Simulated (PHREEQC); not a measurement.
Solution (25 °C): 0.00098 mol/kgw CdSO4, 0.081 mol/kgw NaOH and 0.0011 mol/kgw H2SO4. Closed to the air; pH follows from the charge balance.

All values are PHREEQC results (ion-association model, wateq4f.dat), not measurements.

This is a speciation only: nothing precipitates in the calculation.

**Question.** Order these Cd species by the share of Cd that they hold, largest first: Cd(OH)2, Cd(OH)3-, Cd(OH)4-2, CdOH+.

**Answer.** Cd(OH)2 (51 %), Cd(OH)3- (44 %), Cd(OH)4-2 (4.6 %), CdOH+ (0.21 %)

The pH is 12.77 and the ionic strength 0.0826 mol/kgw. Saturation is exceeded, for instance for Cd(OH)2; the values hold only as long as no solid forms.
